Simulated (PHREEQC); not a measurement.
# Acid rinse or clean

Dissolve 0.024 mol/kgw H2SO4, 0.00025 mol/kgw CuSO4 and 0.19 mol/kgw MnSO4 at 70 °C. Closed to the air; pH follows from the charge balance.

The numbers come from PHREEQC with the ion-association model, phreeqc.dat.

This is a speciation only: nothing precipitates in the calculation.

Estimate the pH, specific conductance, density.

pH 2.19; specific conductance 30800 µS/cm; density 1.006 g/cm³.

In which forms is Cu present?

Cu+2 52 %, CuSO4 48 % of the Cu.

At this temperature some constants are extrapolated from 25 °C, and those without enthalpy data are left unchanged.
